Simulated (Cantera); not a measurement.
Feed: 1 mol TiO₂, 1.7 mol HCl, 8.3 mol H₂, held at 75.0 Torr.

These are equilibrium values from Cantera (NASA tables, ideal gas, pure condensed phases), not measurements of a reactor. Candidate condensed phases: H₂O, Ti, TiCl₂, TiCl₃, TiCl₄, TiO, TiO₂, Ti₂O₃, Ti₃O₅, Ti₄O₇; 23 gas species. Mutual solubility and eutectic melting of coexisting phases are not modelled. Condensed phases not in the tables: Magnéli phases beyond Ti₄O₇. Kinetics and transport are ignored. All values below are at 1127 °C.

Base state: H₂ 0.824, HCl 0.170, H₂O 0.00604, H 1.40e-5 (mole fractions); condensed: TiO₂(rutile) + Ti₄O₇(s).

What changes in the equilibrium state with this change: TiO₂ replaced by Al₂O₃?


| species | before | after |
|---|---|---|
| H₂ | 0.824 | 0.830 |
| HCl | 0.170 | 0.169 |
| H₂O | 0.00604 | 0.000343 |
| AlCl₃ | 0 | 0.000226 |
| H | 1.40e-5 | 1.40e-5 |
| TiO₂(rutile), mol | 0.759 | 0 |
| Ti₄O₇(s), mol | 0.0603 | 0 |
| Al₂O₃(s), mol | 0 | 0.999 |
Further candidate phases: Al, AlCl₃, Al₂O₃.
